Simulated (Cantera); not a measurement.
Mixture: 5.16 % C3H8, 21.5 % O2, 73.3 % N2, equivalence ratio 1.2, at 12800 Torr, adiabatic and at constant volume. Ignition delay is the time to a rise of 400 K.

Computed with Cantera and GRI-Mech 3.0 (53 species, 325 reactions). GRI-Mech 3.0 was tuned for natural gas; its chemistry of propane as a main component is partial and can be far from experiment. The pressure lies above the range GRI-Mech 3.0 was tuned for (to about 10 atm).

### Question
At T0 = 1275 K, what is the delay, and which 5 reactions control it most (d ln τ / d ln k, from doubling and halving each rate constant)?

### Answer
The delay is 0.288 ms.
```
reaction                       d ln τ / d ln k   faster rate
-----------------------------  ---------------  ------------
C2H5 + CH3 (+M) <=> C3H8 (+M)            -0.49   shortens it
2 CH3 (+M) <=> C2H6 (+M)                  0.38  lengthens it
CH3 + HO2 <=> CH3O + OH                  -0.31   shortens it
C3H8 + H <=> C3H7 + H2                    0.25  lengthens it
C3H8 + OH <=> C3H7 + H2O                  0.20  lengthens it
```
